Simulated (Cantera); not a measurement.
A closed system holds: 1 mol Zr, 13 mol H2O, 14 mol H2, at 0.100 bar.

Equilibrium computed with Cantera from the NASA thermochemical tables; the gas is ideal and each condensed phase is pure. Candidate condensed phases: H2O, Zr, ZrO2; 12 gas species. The numbers say what is thermodynamically allowed, not how fast it happens. All values below are at 2150 K.

Base state: H2 0.585, H2O 0.404, H 0.0102, OH 0.000911, O 1.12e-5 (mole fractions); condensed: ZrO2(tetragonal).

### Question
What changes in the equilibrium state with this change: pressure from 0.100 bar to 1.10 bar?

### Answer
```json
[
 {"species": "H2", "before": "0.585", "after": "0.590"},
 {"species": "H2O", "before": "0.404", "after": "0.406"},
 {"species": "H", "before": "0.0102", "after": "0.00309"},
 {"species": "O", "before": "1.12e-5", "after": "1.01e-6"},
 {"species": "OH", "before": "0.000911", "after": "0.000275"},
 {"species": "ZrO2(tetragonal), mol", "before": "1.00", "after": "1.00"}
]
```
